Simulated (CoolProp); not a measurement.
Vapour-liquid equilibrium of CH2F2 (R32) (1) + n-butane (2) at 8.75 °C; x and y are mole fractions of (1).

The numbers come from the multi-fluid Helmholtz-energy mixture model, Tillner-Roth 1997 and Bücker 2006; pair parameters Bell 2016 in CoolProp.

```tsv
x	bubble pressure, mixture model (bar)	bubble pressure, Raoult's law (bar)	y, mixture model	y, Raoult's law
0.05	3.682	1.883	0.605	0.283
0.125	___	2.576	0.764	0.517
0.2	7.805	3.269	0.814	0.652
0.275	___	3.963	0.836	0.740
0.35	___	4.656	0.848	0.802
0.425	___	5.349	0.854	0.847
0.5	9.798	6.042	0.859	0.882
0.575	9.920	6.735	0.862	0.910
0.65	10.05	7.429	0.867	0.933
0.725	10.20	8.122	0.874	0.952
0.8	10.38	8.815	___	0.968
0.875	10.57	9.508	___	0.981
0.95	10.70	10.20	0.953	0.993
```

Problem. Some entries are withheld; supply them.

Solution. 
- 0.125, bubble pressure, mixture model (bar): 6.183
- 0.275, bubble pressure, mixture model (bar): 8.782
- 0.35, bubble pressure, mixture model (bar): 9.332
- 0.425, bubble pressure, mixture model (bar): 9.629
- 0.8, y, mixture model: 0.887
- 0.875, y, mixture model: 0.911

The largest gap from Raoult's law is +140.0 % in bubble pressure, at x = 0.125. No azeotrope shows between x = 0.05 and 0.95.

Pair parameters are fitted to limited data, so mixtures are less certain than the pure fluids. With so large a gap from Raoult's law the liquid may split in two, which this calculation doesn't test in full.
